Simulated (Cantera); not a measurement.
## Low-pressure radical oxidation in H2/O2

A perfectly stirred reactor is fed with 2.53 % H2, 97.5 % O2, equivalence ratio 0.013, at 1330 Pa; it is held at 1423 K, and followed from long to short residence time.

Cantera simulation using the H2/O2 subset of GRI-Mech 3.0, which has no nitrogen chemistry; the numbers are that mechanism's predictions, not measurements. Radical loss at walls, strong at low pressure, is not modelled.

```
τ (s)        x H2   x O2      x O    x HO2       x H   x H2O
-------  --------  -----  -------  -------  --------  ------
1.0       7.97e-5  0.968  0.00521  4.83e-7  0.000208  0.0245
0.28     0.000153  0.963  0.00976  6.73e-7  0.000533  0.0239
0.075    0.000275  0.957   0.0151  8.33e-7   0.00104  0.0231
0.020    0.000526  0.954   0.0183  9.38e-7   0.00147  0.0224
0.0054    0.00127  0.953   0.0185  1.04e-6   0.00179  0.0212
0.0014    0.00380  0.955   0.0158  1.15e-6   0.00204  0.0181
0.00038    0.0112  0.962  0.00927  1.11e-6   0.00163  0.0109
```
x: mole fraction; the columns are a selection and need not sum to one.
